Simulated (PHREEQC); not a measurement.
A solution holds 0.00051 mol/kgw H2S, 0.00093 mol/kgw NaOH and 0.00088 mol/kgw HBr, at 25 °C. Closed to the air; pH follows from the charge balance.

Model: ion-association model, phreeqc.dat, run in PHREEQC.

No solid was allowed to form.

Question: Estimate the pH.

Answer: pH 5.97.

Question: In which forms is S present?

Answer: H2S 90 %, HS- 10 % of the S.
